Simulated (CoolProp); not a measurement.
1-butene along the isotherm 429.4 K: density (kg/m³) from the reference equation and from simpler models built on Tc = 419.3 K, pc = 4006 kPa, ω = 0.192; each cubic takes its own stable root.

Model: reference Helmholtz-energy equation of state, Lemmon 2005, in CoolProp. It is a short technical equation, of lower accuracy than the large ones.

```tsv
p (kPa)	phase	reference	van der Waals	Soave-Redlich-Kwong	Peng-Robinson
19	gas	0.2990	0.2990	0.2990	0.2991
36	gas	0.5674	0.5672	0.5674	0.5675
68.3	gas	1.079	1.079	1.079	1.080
129	gas	2.049	2.046	2.048	2.051
245	gas	3.928	3.918	3.927	3.936
465	gas	7.598	[?]	7.592	[?]
882	gas	14.98	14.83	14.95	15.08
1670	gas	30.83	30.19	30.67	31.20
3170	gas	73.84	70.30	72.33	75.11
6010	supercritical	[?]	[?]	298.7	328.2
```

Complete the blanks.


- 465, van der Waals: 7.560
- 465, Peng-Robinson: 7.626
- 6010, reference: 358.8
- 6010, van der Waals: 262.7
